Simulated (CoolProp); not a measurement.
Values from CoolProp's reference Helmholtz-energy equation of state, Lemmon 2006. It is a short technical equation, of lower accuracy than the large ones.

For R141b, give the phase and the cv (kJ/(kg K)), speed of sound (m/s) at 475.5 K and 0.293 MPa.


- 475.5 K and 0.293 MPa: gas; cv 0.906, speed of sound 187
